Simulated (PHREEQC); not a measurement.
**Copper plating or etch bath: an equilibrium model**

Dissolve 120 mmol/kgw Cu(NO3)2, 0.27 mmol/kgw HBF4 and 1.1 mmol/kgw FeCl3 at 25 °C. It is in equilibrium with CO2 at log p = -3.5 (atm). Otherwise closed; pH follows from the charge balance.

All values are PHREEQC results (ion-association model, phreeqc.dat), not measurements.

Precipitation was switched off in this run.

**Question.** Estimate the pH, specific conductance.

**Answer.** pH 3.01; specific conductance 20400 µS/cm.

**Question.** In which forms is Cl present?

**Answer.** Cl- 92 %, CuCl+ 8.1 % of the Cl.

The solution is supersaturated, for example in Hematite (slow to form), Goethite (slow to form), so a real one may precipitate; this is no full list. Real BF4- forms and hydrolyses slowly; the run takes it at equilibrium. Fluoro complexes past AlF4- and FeF3 are missing from the database.
